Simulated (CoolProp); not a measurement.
Vapour-liquid equilibrium of R152A (1) + isobutane (2) at 0.0299 MPa; x and y are mole fractions of (1).

Values from CoolProp's multi-fluid Helmholtz-energy mixture model, Outcalt 1996 and Bücker 2006; pair parameters Bell 2016.

| x | bubble temperature (K) | y at the bubble point | dew temperature at overall composition x (K) | liquid density (mol/L) |
|---|---|---|---|---|
| 0.05 | 228.9 | 0.264 | 233.1 | 10.97 |
| 0.2 | 222.3 | 0.543 | 230.2 | ? |
| 0.35 | ? | ? | 227.0 | ? |
| 0.5 | 220.0 | 0.642 | ? | 12.93 |
| 0.65 | 220.0 | 0.652 | 220.0 | 13.73 |
| 0.8 | 220.2 | 0.681 | 221.7 | 14.66 |
| 0.95 | 222.3 | 0.837 | 224.0 | 15.72 |

Some entries are withheld; supply them.


- 0.2, liquid density (mol/L): 11.61
- 0.35, bubble temperature (K): 220.5
- 0.35, y at the bubble point: 0.618
- 0.35, liquid density (mol/L): 12.23
- 0.5, dew temperature at overall composition x (K): 223.4

y crosses x between x = 0.65 and 0.8: the model has an azeotrope there.

The pair parameters rest on a limited set of measurements; away from them the model extrapolates.
